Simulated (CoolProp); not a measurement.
A single-stage vapour-compression cycle with ammonia: evaporating at 249.15 K (dew point), condensing at 306.15 K (bubble point), superheat 10 K, subcooling 8 K, compressor efficiency 0.85, no pressure losses. Each further row changes one setting.

Values from CoolProp's reference Helmholtz-energy equation of state, Gao 2020.

| case | cooling COP | pressure ratio | discharge temperature (K) | refrigerating effect (kJ/kg) | volumetric capacity (kJ/m³) |
|---|---|---|---|---|---|
| as stated | 2.96 | 8.03 | 439.2 | 1140 | 1470 |
| evaporating temperature 254.15 K | 3.39 | 6.42 | 423.5 | 1150 | 1830 |
| condensing temperature 301.15 K | 3.31 | 6.93 | 424.2 | 1160 | 1500 |
| subcooling 13 K | 3.02 | 8.03 | 439.2 | 1160 | 1500 |
| superheat 20 K | 2.90 | 8.03 | 454.9 | 1160 | 1440 |
| compressor efficiency 0.75 | 2.61 | 8.03 | 459.7 | 1140 | 1470 |
